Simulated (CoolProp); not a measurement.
Vapour-liquid equilibrium of R125 (1) + R143a (2) at 65.4 kPa; x and y are mole fractions of (1).

Model: multi-fluid Helmholtz-energy mixture model, Lemmon 2005 and Lemmon and Jacobsen 2000; pair parameters Lemmon 2004, in CoolProp.

### Question
Give the bubble temperature and the first vapour's composition at x = 0.575, 0.65, 0.8. Is there an azeotrope?

### Answer
x = 0.575: -55.5 °C, y = 0.588; x = 0.65: -55.6 °C, y = 0.669; x = 0.8: -56.0 °C, y = 0.821. y crosses x between x = 0.35 and 0.425: the model has an azeotrope there.

The pair parameters rest on a limited set of measurements; away from them the model extrapolates.
